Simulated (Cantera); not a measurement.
A closed system holds: 1 mol SiF4, 1.7 mol H2O, at 1.20 mbar.

Cantera equilibrium calculation (NASA polynomials, part measured and part estimated; ideal gas, pure solids and liquids). Candidate condensed phases: H2O, Si, SiO2; 38 gas species. The tables' values for SiF3, SiO2, SiF2 are old estimates; treat these amounts as uncertain. The tables hold silica as quartz up to 1696 K and as liquid above; real silica turns to tridymite and cristobalite and melts near 1996 K. Rates play no part.

log p: log10 of the partial pressure in bar; n: condensed amount in mol.

| T (K) | log p HF | log p H2O | log p SiF4 | log p SiO | log p O2 | n SiO2(α-quartz) | n SiO2(β-quartz) | n SiO2(condensed) |
|---|---|---|---|---|---|---|---|---|
| 673 | -3.38 | -3.32 | -3.52 | <-14 | -13.29 | 0.259 | 0 | 0 |
| 773 | -3.21 | -3.46 | -3.63 | <-14 | -11.75 | 0.398 | 0 | 0 |
| 873 | -3.11 | -3.61 | -3.75 | <-14 | -10.57 | 0 | 0.520 | 0 |
| 973 | -3.05 | -3.77 | -3.85 | <-14 | -9.66 | 0 | 0.614 | 0 |
| 1073 | -3.01 | [?] | [?] | <-14 | [?] | 0 | 0.680 | 0 |
| 1173 | -2.99 | -4.06 | -4.02 | <-14 | -8.35 | 0 | 0.726 | 0 |
| 1273 | -2.98 | -4.20 | -4.08 | <-14 | -7.86 | 0 | 0.758 | 0 |
| 1373 | -2.97 | [?] | -4.12 | [?] | [?] | 0 | 0.780 | 0 |
| 1473 | -2.96 | -4.43 | -4.15 | -11.45 | -7.09 | 0 | 0.795 | 0 |
| 1573 | -2.96 | -4.53 | -4.18 | -9.82 | -6.78 | 0 | 0.806 | 0 |
| 1673 | -2.95 | -4.62 | -4.20 | -8.40 | -6.50 | 0 | 0.814 | 0 |
| 1773 | -2.95 | -4.72 | -4.21 | -7.16 | -6.23 | 0 | 0 | 0.819 |
| 1873 | -2.95 | -4.80 | -4.23 | -6.10 | -5.90 | 0 | 0 | 0.820 |
| 1973 | -2.95 | -4.88 | -4.25 | -5.24 | -5.43 | 0 | 0 | 0.807 |

Q: Complete the blanks.

A: 
- 1373, log p H2O: -4.32
- 1373, log p SiO: -13.32
- 1373, log p O2: -7.45
- 1073, log p H2O: -3.92
- 1073, log p SiF4: -3.95
- 1073, log p O2: -8.94
